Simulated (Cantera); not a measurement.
A freely propagating, adiabatic, planar premixed flame of CO : H₂ : O₂ : N₂ = 1 : 0.3 : 0.793 : 2.98 (molar parts), equivalence ratio 0.82, unburnt at 650 K and 4.93 atm; mixture-averaged transport, grid criteria slope 0.08 and curve 0.16, no radiation.

Model: GRI-Mech 3.0 (53 species, 325 reactions), integrated in Cantera. The hydrogen kinetics of GRI-Mech 3.0 are dated; newer H2 mechanisms differ, most at raised pressure. Burning velocities carry a grid error of a few per cent, more on coarse grids.

### Question
What does this change do: CO 1 to 0.79 parts?

### Answer
| quantity | before | after |
|---|---|---|
| laminar burning velocity | 162 cm/s | 132 cm/s |
| thermal thickness | 0.111 mm | 0.115 mm |
| peak x(HO₂) | 0.000500 | 0.000459 |

### Question
What does this change do: inlet temperature 650 to 375 K?

### Answer
```csv
quantity,before,after
laminar burning velocity,162 cm/s,53.2 cm/s
thermal thickness,0.111 mm,0.113 mm
peak x(HO₂),0.000500,0.000483
```

### Question
What does this change do: inlet temperature 650 to 450 K?

### Answer
| quantity | before | after |
|---|---|---|
| laminar burning velocity | 162 cm/s | 74.1 cm/s |
| thermal thickness | 0.111 mm | 0.111 mm |
| peak x(HO₂) | 0.000500 | 0.000497 |
